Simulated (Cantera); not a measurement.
An adiabatic, constant-volume homogeneous reactor starts with CH₄ : C₂H₆ : O₂ : N₂ : H₂O = 1 : 0.039 : 3.75 : 14.1 : 1.6 (molar parts), at 1450 K and 36000 Pa.

Cantera simulation using GRI-Mech 3.0 (53 species, 325 reactions); the numbers are that mechanism's predictions, not measurements.

x: mole fraction; the columns are a selection and need not sum to one.

| t (s) | T (K) | P (bar) | x CH₄ | x C₂H₆ | x O₂ | x H₂O | x NO₂ | x CO₂ | x H |
|---|---|---|---|---|---|---|---|---|---|
| 1.00e-6 | 1450 | 0.360 | 0.0488 | 0.00190 | 0.183 | 0.0781 | <1e-12 | <1e-12 | 2.63e-9 |
| 2.51e-6 | 1450 | 0.360 | 0.0488 | 0.00190 | 0.183 | 0.0781 | <1e-12 | <1e-12 | 5.07e-9 |
| 6.31e-6 | 1450 | 0.360 | 0.0488 | 0.00190 | 0.183 | 0.0781 | <1e-12 | 3.46e-12 | 9.30e-9 |
| 1.58e-5 | 1450 | 0.360 | 0.0488 | 0.00190 | 0.183 | 0.0781 | <1e-12 | 6.87e-11 | 2.04e-8 |
| 3.98e-5 | 1450 | 0.360 | 0.0488 | 0.00189 | 0.183 | 0.0781 | <1e-12 | 1.24e-9 | 5.33e-8 |
| 0.000100 | 1450 | 0.360 | 0.0488 | 0.00186 | 0.183 | 0.0781 | <1e-12 | 2.25e-8 | 1.71e-7 |
| 0.000251 | 1449 | 0.360 | 0.0487 | 0.00180 | 0.183 | 0.0782 | <1e-12 | 4.59e-7 | 7.19e-7 |
| 0.000631 | 1453 | 0.361 | 0.0477 | 0.00170 | 0.182 | 0.0789 | <1e-12 | 8.83e-6 | 3.21e-6 |
| 0.00158 | 2339 | 0.597 | <1e-12 | <1e-12 | 0.0786 | 0.154 | … | … | … |
| 0.00398 | 2512 | 0.634 | <1e-12 | <1e-12 | 0.0766 | 0.164 | 7.31e-7 | 0.0439 | 0.00231 |
| 0.0100 | 2507 | 0.632 | <1e-12 | <1e-12 | 0.0750 | 0.165 | … | 0.0440 | 0.00225 |
| 0.0251 | 2500 | 0.630 | <1e-12 | <1e-12 | 0.0727 | 0.165 | 4.16e-6 | 0.0442 | 0.00217 |
| 0.0631 | 2497 | 0.629 | <1e-12 | <1e-12 | 0.0717 | 0.165 | 5.05e-6 | 0.0442 | 0.00213 |
| 0.158 | 2497 | 0.629 | <1e-12 | <1e-12 | 0.0716 | 0.165 | 5.10e-6 | 0.0442 | 0.00213 |
| 0.398 | 2497 | 0.629 | <1e-12 | <1e-12 | 0.0716 | 0.165 | 5.10e-6 | 0.0442 | 0.00213 |
| 1.00 | 2497 | 0.629 | <1e-12 | <1e-12 | 0.0716 | 0.165 | 5.10e-6 | 0.0442 | 0.00213 |

**Question.** Fill in the missing entries.

**Answer.** 
- 0.00158, x NO₂: 1.60e-8
- 0.00158, x CO₂: 0.0384
- 0.00158, x H: 0.00671
- 0.0100, x NO₂: 2.21e-6
